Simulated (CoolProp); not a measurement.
Saturated liquid density (kg/m³) of R1336mzz(E): the reference equation beside estimates from Tc = 130.4 °C, pc = 2779 kPa, ω = 0.413.

The numbers come from the reference Helmholtz-energy equation of state, Akasaka 2023 in CoolProp.

```csv
T (°C),reference,van der Waals,Redlich-Kwong,Peng-Robinson
13.95,1358,767.7,1110,1343
19.35,1343,758.4,1094,1326
24.85,1326,748.6,1076,1307
30.25,1309,738.6,1058,1288
35.75,1292,728.2,1040,1268
41.15,1274,717.7,1021,1247
46.65,1255,706.6,1001,1225
52.05,1236,695.3,980.5,1202
57.45,1215,683.6,959.4,1178
62.95,1194,671.2,937.0,1151
68.35,1172,658.4,914.1,1124
73.85,1148,644.9,889.7,1095
79.25,1123,630.9,864.6,1064
84.65,1096,616.1,838.1,1030
90.15,1067,600.1,809.5,994.0
```

Absolute difference from the reference over all 15 rows, mean and median: van der Waals 43.7 and 43.7 %, Redlich-Kwong 20.9 and 20.7 %, Peng-Robinson 3.2 and 2.8 %.
